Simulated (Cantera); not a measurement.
## Ignition delay

Mixture: 5.27 % CH₄, 19.9 % O₂, 74.9 % N₂, at 4.00 bar, adiabatic and at constant pressure. Ignition delay is the time to a rise of 400 K.

Model: GRI-Mech 3.0 (53 species, 325 reactions), integrated in Cantera.

| T0 (K) | delay (ms) |
|---|---|
| 1150 | 18.1 |
| 1225 | 6.66 |
| 1300 | 2.64 |
| 1375 | 1.13 |
| 1450 | 0.514 |
| 1525 | 0.251 |
| 1600 | 0.132 |
| 1675 | 0.0738 |
| 1750 | 0.0439 |

| Property | Result |
|---|---|
| apparent activation energy between 1600 and 1750 K | 170 kJ/mol |
